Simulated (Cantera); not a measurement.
A counterflow diffusion flame at 1.00 bar, nozzles 20 mm apart: fuel side 79.4 % H2, 20.6 % N2 at 448 K, oxidiser side 28.0 % O2, 72.0 % N2 at 398 K, fuel mass flux 0.53 times the oxidiser's; mixture-averaged transport, no radiation.

Model: the H2/O2 subset of GRI-Mech 3.0, which has no nitrogen chemistry, integrated in Cantera. The maximum strain rate includes the flame's own expansion and is several times the mean.

x: mole fraction; the columns are a selection and need not sum to one.

| oxidiser flux (kg/m²/s) | max strain (1/s) | mean strain (1/s) | T max (K) | peak x OH | peak x H | peak x H2O | peak x HO2 |
|---|---|---|---|---|---|---|---|
| 0.6 | [?] | 114 | 2601 | 0.0283 | 0.0183 | 0.329 | 4.59e-5 |
| 0.79 | [?] | 151 | 2573 | 0.0286 | 0.0196 | 0.327 | 5.71e-5 |
| 1 | [?] | 191 | 2544 | 0.0286 | 0.0209 | 0.325 | 6.74e-5 |
| 1.3 | [?] | 248 | 2507 | 0.0287 | 0.0226 | 0.322 | 8.03e-5 |
| 1.8 | [?] | 343 | 2456 | 0.0287 | 0.0249 | 0.319 | 9.78e-5 |
| 2.3 | [?] | 438 | 2416 | 0.0287 | 0.0269 | 0.317 | 0.000113 |
| 3 | [?] | 572 | 2368 | 0.0286 | 0.0293 | 0.314 | 0.000130 |
| 3.9 | [?] | 743 | 2318 | 0.0283 | 0.0319 | 0.311 | 0.000150 |
| 5.2 | [?] | 991 | 2260 | 0.0277 | 0.0349 | 0.308 | 0.000172 |

Task: Some entries are withheld; supply them.

Result: 
- 0.6, max strain (1/s): 568
- 0.79, max strain (1/s): 737
- 1, max strain (1/s): 913
- 1.3, max strain (1/s): 1150
- 1.8, max strain (1/s): 1530
- 2.3, max strain (1/s): 1900
- 3, max strain (1/s): 2400
- 3.9, max strain (1/s): 3020
- 5.2, max strain (1/s): 3880
